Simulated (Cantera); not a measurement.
A diamond (100) surface in a fixed gas of H2 with x(CH4) = 0.0098, x(CH3) = 0.00014, at 1075 K, 1500 Pa; coverages are run to steady state.

Cantera simulation using the Harris–Goodwin 1993 mechanism for the reconstructed diamond (100) surface; the numbers are that mechanism's predictions, not measurements.

θ: site fractions in the mechanism's names (c6HH fully hydrogenated, c6H* and c6*H radical sites, c6** diradical, c6HM methylated).

| x(H) | growth (µm/h) | θ c6HH | θ c6H* | θ c6*H | θ c6** | θ c6HM |
|---|---|---|---|---|---|---|
| 0.0001 | ___ | 0.596 | 0.0214 | 0.360 | 0.00492 | 0.00990 |
| 0.0002 | ___ | 0.563 | 0.0231 | 0.388 | 0.00778 | 0.0112 |
| 0.0004 | ___ | 0.543 | 0.0240 | 0.403 | 0.0106 | 0.0119 |
| 0.00081 | ___ | 0.533 | 0.0245 | 0.412 | 0.0128 | 0.0116 |
| 0.0016 | ___ | 0.529 | 0.0248 | 0.417 | 0.0142 | 0.0103 |
| 0.0033 | ___ | 0.528 | 0.0250 | 0.420 | 0.0150 | 0.00796 |
| 0.0066 | ___ | 0.528 | 0.0252 | 0.423 | 0.0155 | 0.00547 |
| 0.013 | ___ | 0.529 | 0.0253 | 0.425 | 0.0158 | 0.00340 |
| 0.027 | ___ | 0.530 | 0.0254 | 0.426 | 0.0160 | 0.00185 |

Q: Fill in the missing entries.

A: 
- 0.0001, growth (µm/h): 0.0424
- 0.0002, growth (µm/h): 0.0849
- 0.0004, growth (µm/h): 0.160
- 0.00081, growth (µm/h): 0.287
- 0.0016, growth (µm/h): 0.474
- 0.0033, growth (µm/h): 0.731
- 0.0066, growth (µm/h): 0.988
- 0.013, growth (µm/h): 1.20
- 0.027, growth (µm/h): 1.35
